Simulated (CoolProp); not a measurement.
A closed Brayton cycle with nitrogen: compressor inlet 314.15 K and 5.3 MPa, high pressure 18.2 MPa, turbine inlet 750 K, compressor efficiency 0.85, turbine efficiency 0.9, recuperator effectiveness 0 (on enthalpy, no pinch check). Each further row changes one setting.

Values from CoolProp's reference Helmholtz-energy equation of state, Span 2000.

| case | thermal efficiency (%) | net work (kJ/kg) | compressor to turbine work | compressor exit (K) | turbine exit (K) |
|---|---|---|---|---|---|
| as stated | 16.1 | 50.4 | 0.77 | 472.3 | 555.9 |
| turbine inlet 700 K | 13.9 | 35.5 | 0.83 | 472.3 | 517.2 |
| compressor inlet 324.15 K | 15.1 | 44.7 | 0.80 | ? | 555.9 |
| high pressure 15.5 MPa | ? | 51.5 | ? | 448.5 | 578.1 |
| recuperator effectiveness 0.5 | 18.8 | 50.4 | 0.77 | 472.3 | 555.9 |

Fill in the missing entries.


- compressor inlet 324.15 K, compressor exit (K): 487.2
- high pressure 15.5 MPa, thermal efficiency (%): 15.2
- high pressure 15.5 MPa, compressor to turbine work: 0.73
